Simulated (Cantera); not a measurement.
Charge: 1 mol Ca(OH)₂, 0.057 mol H₂, 4.9 mol O₂, held at 1698.15 K and 0.690 bar.

Cantera equilibrium calculation (NASA polynomials, part measured and part estimated; ideal gas, pure solids and liquids). Candidate condensed phases: Ca, CaO, Ca(OH)₂, H₂O; 14 gas species. The numbers say what is thermodynamically allowed, not how fast it happens.

Base state: O₂ 0.821, H₂O 0.178, OH 0.000739, O 4.78e-5 (mole fractions); condensed: CaO(s).

Problem. What changes in the equilibrium state with this change: temperature from 1698.15 K to 625 K?

Solution. 
```json
[
 {"species": "O₂", "before": "0.821", "after": "0.977"},
 {"species": "H₂O", "before": "0.178", "after": "0.0225"},
 {"species": "OH", "before": "0.000739", "after": "<1e-9"},
 {"species": "O", "before": "4.78e-5", "after": "<1e-9"},
 {"species": "CaO(s), mol", "before": "1.000", "after": "0.0553"},
 {"species": "Ca(OH)₂(s), mol", "before": "0", "after": "0.945"}
]
```

Problem. What changes in the equilibrium state with this change: pressure from 0.690 bar to 0.00133 bar?

Solution. 
| species | before | after |
|---|---|---|
| O₂ | 0.821 | 0.819 |
| H₂O | 0.178 | 0.176 |
| OH | 0.000739 | 0.00350 |
| H | 3.76e-7 | 4.06e-5 |
| O | 4.78e-5 | 0.00109 |
| H₂ | 4.66e-6 | 0.000105 |
| CaO(s), mol | 1.000 | 1.000 |
